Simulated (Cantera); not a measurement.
# Nitride etching: AlN + HCl

Input: 1 mol AlN, a varied amount of HCl, at 750 K and 0.650 bar.

Method: chemical equilibrium by Gibbs-energy minimisation in Cantera with the NASA 1993 tables (ideal gas, pure condensed phases). Candidate condensed phases: Al, AlCl3, AlN, NH4Cl; 20 gas species. Kinetics and transport are ignored.

| n(HCl) (mol) | x HCl | x H2 | x AlCl3 | x N2 | x Al2Cl6 |
|---|---|---|---|---|---|
| 7.6 | 0.626 | 0.204 | 0.0687 | 0.0680 | 0.0337 |
| 21 | 0.864 | 0.0720 | 0.0327 | 0.0240 | 0.00764 |
| 34 | 0.915 | 0.0443 | 0.0224 | 0.0148 | 0.00357 |
| 47 | 0.938 | 0.0320 | 0.0171 | 0.0107 | 0.00210 |
| 60 | 0.951 | 0.0250 | 0.0139 | 0.00834 | 0.00138 |
| 73 | 0.960 | 0.0206 | 0.0117 | 0.00686 | 0.000985 |
| 86 | 0.966 | 0.0175 | 0.0102 | 0.00582 | 0.000738 |
| 99 | 0.970 | 0.0152 | 0.00896 | 0.00505 | 0.000573 |
x: gas mole fraction; nothing condenses.

From 7.6 mol HCl to 99 mol HCl nothing is condensed. The main Al-bearing gas is AlCl3 throughout.
